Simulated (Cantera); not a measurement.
Iron carbonyl, mercury and lead vapours: PbO + H₂

A closed system holds: 1 mol PbO, 0.38 mol H₂, equilibrated at 38.0 Pa.

Equilibrium computed with Cantera from the NASA thermochemical tables; the gas is ideal and each condensed phase is pure. Candidate condensed phases: H₂O, Pb, PbO, PbO₂, Pb₃O₄; 12 gas species. Mutual solubility and eutectic melting of coexisting phases are not modelled. Gases not in the tables: (PbO)n polymers. The numbers say what is thermodynamically allowed, not how fast it happens.

```tsv
T (K)	x H₂O	x Pb	x PbO	x O₂	x OH	x H₂	n Pb(l)	n PbO(yellow)	n PbO(l)
1025	0.925	0.0732	0.00180	3.32e-9	4.52e-8	0.000149	0.350	0.619	0
1075	0.792	0.200	0.00811	3.56e-8	1.84e-7	0.000151	0.284	0.616	0
1125	0.484	0.484	0.0317	3.25e-7	5.61e-7	0.000105	0	0.595	0
1175	0.447	0.447	0.106	1.34e-5	2.86e-6	4.68e-5	0	0	0.530
1225	0.351	0.352	0.297	0.000487	1.23e-5	1.72e-5	0	0	0.297
1275	0.274	0.283	0.439	0.00434	3.51e-5	1.18e-5	0	0	0
1325	0.273	0.292	0.426	0.00946	7.60e-5	1.93e-5	0	0	0
1375	0.270	0.306	0.405	0.0179	0.000152	3.17e-5	0	0	0
1425	0.267	0.326	0.377	0.0295	0.000282	5.25e-5	0	0	0
1475	0.263	0.351	0.342	0.0435	0.000491	8.70e-5	0	0	0
```
x: gas mole fraction; n: condensed amount in mol.

From 1025 K to 1075 K the condensed part is Pb(l) + PbO(yellow). At 1125 K the condensed part is PbO(yellow). From 1175 K to 1225 K the condensed part is PbO(l). From 1275 K to 1475 K nothing is condensed.
